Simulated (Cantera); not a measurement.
An isothermal, constant-pressure homogeneous reactor starts with H2 : O2 = 0.43 : 1 (molar parts), at 900 K and 3.45 Torr.

Model: GRI-Mech 3.0 (53 species, 325 reactions), integrated in Cantera. Radical loss at walls, strong at low pressure, is not modelled. Below about 950 K walls govern HO2 and H2O2 in real vessels. The temperature is held fixed by assumption; the heat of reaction is taken as removed at once.

x: mole fraction; the columns are a selection and need not sum to one.

```tsv
t (s)	x H2	x O2	x H2O2	x HO2	x H
0.000500	0.301	0.699	<1e-12	1.68e-11	1.76e-11
0.00130	0.301	0.699	<1e-12	4.41e-11	6.75e-11
0.00337	0.301	0.699	<1e-12	1.23e-10	7.45e-10
0.00877	0.301	0.699	1.15e-12	3.33e-9	2.16e-7
0.0228	0.147	0.637	9.43e-8	5.14e-6	0.0853
0.0592	0.00799	0.631	1.78e-7	9.58e-6	0.0261
0.154	0.000750	0.645	2.21e-7	6.56e-6	0.000379
0.399	8.51e-5	0.646	1.32e-7	1.98e-6	9.22e-6
1.04	?	0.646	?	?	?
2.69	1.55e-6	0.646	2.66e-8	9.67e-8	4.49e-8
7.00	2.56e-7	0.646	1.23e-8	2.53e-8	5.50e-9
```

Q: Fill in the missing entries.

A: 
- 1.04, x H2: 1.13e-5
- 1.04, x H2O2: 6.02e-8
- 1.04, x HO2: 4.37e-7
- 1.04, x H: 5.21e-7
